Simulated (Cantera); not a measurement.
Input: 1 mol LiOH, 0.21 mol O2, 2.8 mol H2, at 900 °C and 1 atm.

Method: chemical equilibrium by Gibbs-energy minimisation in Cantera with the NASA 1993 tables (ideal gas, pure condensed phases). Candidate condensed phases: H2O, Li, LiH, LiOH, Li2O; 17 gas species. Kinetics and transport are ignored.

Base state: H2 0.721, H2O 0.279, LiOH 0.000294, Li2(OH)2 2.77e-5 (mole fractions); condensed: Li2O(s).

Task: What changes in the equilibrium state with this change: temperature from 900 °C to 1650 °C?

Result: 
```csv
species,before,after
H2,0.721,0.616
LiOH,0.000294,0.224
H2O,0.279,0.138
Li,4.10e-8,0.0176
Li2O,<1e-9,0.00189
LiH,3.40e-9,0.000608
OH,<1e-9,1.42e-5
"Li2O(s), mol",0.499,0
"Li2O(l), mol",0,0.0287
```
